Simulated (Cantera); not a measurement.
Charge: 1 mol Si₂Cl₆, 39 mol NH₃, at 6700 Pa.

Equilibrium computed with Cantera from the NASA thermochemical tables; the gas is ideal and each condensed phase is pure. Candidate condensed phases: NH₄Cl, Si, Si₃N₄; 28 gas species. The feed counts by its element totals alone. The tables' values for SiCl₃, SiCl are old estimates; treat these amounts as uncertain. Gases not in the tables: Si₂H₆ and higher silanes. Kinetics and transport are ignored. All values below are at 1823 K.

Base state: H₂ 0.701, N₂ 0.233, HCl 0.0532, SiCl₂ 0.0106, H 0.00140, Cl 8.11e-5, SiCl₃ 7.93e-5, SiCl 7.17e-5 (mole fractions); condensed: Si₃N₄(s).

What changes in the equilibrium state with this change: pressure from 6700 Pa to 13300 Pa?


```
species         before     after
-------------  -------  --------
H₂               0.701     0.700
N₂               0.233     0.232
HCl             0.0532    0.0583
SiCl₂           0.0106   0.00806
Si             5.76e-5   1.84e-5
SiH            1.33e-5   5.99e-6
SiCl           7.17e-5   3.54e-5
SiH₂           2.15e-5   1.36e-5
H              0.00140  0.000993
Si₃N₄(s), mol    0.377     0.446
```
